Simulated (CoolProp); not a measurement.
A single-stage vapour-compression cycle with the fluid: evaporating at 268.15 K (dew point), condensing at 328.15 K (bubble point), superheat 8 K, subcooling 8 K, compressor efficiency 0.8, no pressure losses. The same conditions are run with several fluids, on thermodynamics alone (safety and materials aside).

Values from CoolProp's reference Helmholtz-energy equation of state of each fluid (R245ca: Zhou 2016; fluoroethane (R161): Wu 2012; R1224YDZ: Akasaka 2023; c-C4F8 (RC318): Platzer 1990; R507A: Lemmon 2003; R227EA: Lemmon 2016). The equations of Platzer and Polt are older, rougher fits. Blends and air are pseudo-pure fits.

```tsv
fluid	cooling COP	pressure ratio	discharge temperature (K)	refrigerating effect (kJ/kg)	volumetric capacity (kJ/m³)
R245ca	2.94	10.6	339.4	156	247
fluoroethane (R161)	2.80	5.26	369.3	278	2330
R1224YDZ	2.91	8.68	339.0	125	365
c-C4F8 (RC318)	2.48	7.01	328.1	64.9	622
R507A	2.38	4.97	347.7	96.1	2510
R227EA	2.49	6.44	328.2	72.1	917
```

The compression ends wet for: c-C4F8 (RC318); R227EA.
